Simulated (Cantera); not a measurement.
Feed: 1 mol Al2O3, 1.5 mol Cl2, 13 mol N2, held at 728 Torr.

Method: chemical equilibrium by Gibbs-energy minimisation in Cantera with the NASA 1993 tables (ideal gas, pure condensed phases). Candidate condensed phases: Al, AlCl3, AlN, Al2O3; 24 gas species. Condensed phases not in the tables: AlOCl. The numbers say what is thermodynamically allowed, not how fast it happens.

x: gas mole fraction; n: condensed amount in mol.

```csv
T (K),x N2,x Cl2,x Cl,x AlCl3,x O2,x NO,n Al2O3(s)
648,0.897,0.103,3.96e-8,5.84e-10,4.35e-10,3.88e-12,1.00
723,0.897,0.103,4.23e-7,9.29e-9,6.92e-9,8.98e-11,1.00
798,0.897,0.103,2.92e-6,8.75e-8,6.50e-8,1.15e-9,1.000
873,0.897,0.103,1.45e-5,5.58e-7,4.13e-7,9.46e-9,1.000
948,0.897,0.103,(withheld),(withheld),(withheld),(withheld),1.000
1023,0.896,0.103,0.000177,9.92e-6,7.30e-6,2.52e-7,1.000
1098,0.896,0.103,0.000482,3.09e-5,2.27e-5,9.25e-7,1.000
1173,0.896,0.103,0.00115,8.29e-5,6.06e-5,2.87e-6,0.999
1248,0.895,0.102,0.00248,0.000196,0.000143,7.73e-6,0.999
1323,0.894,0.100,0.00488,0.000417,0.000302,1.85e-5,0.997
1398,0.892,0.0973,(withheld),(withheld),(withheld),(withheld),0.994
1473,0.889,0.0930,0.0150,0.00143,0.00103,7.94e-5,0.990
```

Problem. What belongs in the gaps?

Solution. 
- 948, x Cl: 5.59e-5
- 948, x AlCl3: 2.64e-6
- 948, x O2: 1.95e-6
- 948, x NO: 5.56e-8
- 1398, x Cl: 0.00887
- 1398, x AlCl3: 0.000806
- 1398, x O2: 0.000581
- 1398, x NO: 4.01e-5
